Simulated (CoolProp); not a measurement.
Tetrahydrofuran at several states: fugacity coefficient from the reference equation and from simpler models built on Tc = 540.2 K, pc = 53.04 bar, ω = 0.234; each cubic takes its own stable root.

The numbers come from the reference Helmholtz-energy equation of state, Fiedler 2023 in CoolProp.

```csv
T (K),p (bar),phase,reference,van der Waals,Redlich-Kwong,Peng-Robinson
180.5,0.165,liquid,[?],0.3193,0.0003041,0.0001541
281.2,32.1,liquid,[?],0.06760,0.007173,[?]
190.3,19.3,liquid,[?],[?],1.071e-5,[?]
```

Problem. Complete the blanks.

Solution. 
- 180.5, reference: 0.0001090
- 281.2, reference: 0.003371
- 281.2, Peng-Robinson: 0.003420
- 190.3, reference: 3.760e-6
- 190.3, van der Waals: 0.005273
- 190.3, Peng-Robinson: 4.956e-6
